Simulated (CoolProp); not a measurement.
The fluid at 293.15 K and 16.8 MPa (stagnation) flows isentropically through a choked orifice. The same conditions are run with several fluids, on thermodynamics alone (safety and materials aside).

Model: reference Helmholtz-energy equation of state of each fluid (fluorine: de Reuck 1990; CF4 (R14): Platzer 1990; normal hydrogen: Leachman 2009; dry air: Lemmon 2000), in CoolProp. The equations of Platzer and Polt are older, rougher fits. Blends and air are pseudo-pure fits.

Question: Rank fluorine, CF4 (R14), normal hydrogen, dry air by throat to inlet pressure ratio, highest first.

Answer: fluorine (0.512), normal hydrogen (0.508), dry air (0.496), CF4 (R14) (0.474)

```json
[
 {"fluid": "fluorine", "mass flux (kg/(m² s))": "47900", "throat temperature (K)": "242.7"},
 {"fluid": "CF4 (R14)", "mass flux (kg/(m² s))": "94500", "throat temperature (K)": "264.3"},
 {"fluid": "normal hydrogen", "mass flux (kg/(m² s))": "10300", "throat temperature (K)": "240.5"},
 {"fluid": "dry air", "mass flux (kg/(m² s))": "42100", "throat temperature (K)": "238.3"}
]
```
